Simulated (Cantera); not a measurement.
Feed: 1 mol CuO, 5.3 mol CH₄, 0.015 mol CO, 1.7 mol C, at 0.0100 bar.

Cantera equilibrium calculation (NASA polynomials, part measured and part estimated; ideal gas, pure solids and liquids). Candidate condensed phases: C, C₆H₆, C₇H₈, C₈H₁₈, Cu, CuO, Cu(OH)₂, Cu₂O, H₂O; 113 gas species. Kinetics and transport are ignored. All values below are at 2248 K.

Base state: H₂ 0.778, CO 0.0779, Cu 0.0767, H 0.0648, C₂H₂ (acetylene) 0.00258, Cu₂ 1.53e-5 (mole fractions); condensed: C(graphite).

Task: What changes in the equilibrium state with this change: pressure from 0.0100 bar to 4.50 bar?

Result: 
```csv
species,before,after
H₂,0.778,0.899
CO,0.0779,0.0867
Cu,0.0767,0.00737
H,0.0648,0.00328
CH₄,1.44e-6,0.000864
C₂H₄,3.94e-8,2.37e-5
H₂O,2.96e-8,1.72e-5
"C(graphite), mol",5.93,5.92
"Cu(l), mol",0,0.912
```
